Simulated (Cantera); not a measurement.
# Thermodynamics of calcination and drying, feed MgSO₄ + H₂ + O₂ + H₂O

Feed: 1 mol MgSO₄, 1.6 mol H₂, 0.024 mol O₂, 3 mol H₂O, held at 960 Pa.

Equilibrium computed with Cantera from the NASA thermochemical tables; the gas is ideal and each condensed phase is pure. Candidate condensed phases: H₂O, H₂SO₄, Mg, MgO, Mg(OH)₂, MgS, MgSO₄, S; 26 gas species. Gases not in the tables: S₃ to S₇. Kinetics and transport are ignored.

```csv
T (°C),x H₂O,x SO₂,x H₂,x S₂,x SO,n MgO(s)
1000,0.793,0.152,0.0368,0.0116,0.000620,1.00
1050,0.785,0.155,0.0446,0.0102,0.000935,1.00
1100,0.775,0.158,0.0526,0.00864,0.00135,1.00
1150,0.766,0.161,0.0605,0.00702,0.00189,1.00
1200,0.758,0.164,0.0678,0.00543,0.00253,1.000
1250,0.750,0.166,0.0743,0.00398,0.00326,1.000
1300,0.744,0.168,0.0796,0.00275,0.00405,1.000
1350,0.739,0.169,0.0835,0.00179,0.00486,1.000
1400,0.736,0.170,0.0861,0.00111,0.00565,1.000
1450,0.734,0.170,0.0875,0.000672,0.00642,1.000
1500,0.732,0.170,0.0881,0.000400,0.00715,1.000
1550,0.731,0.170,0.0882,0.000238,0.00785,1.000
```
x: gas mole fraction; n: condensed amount in mol.

From 1000 °C to 1550 °C the condensed part is MgO(s).
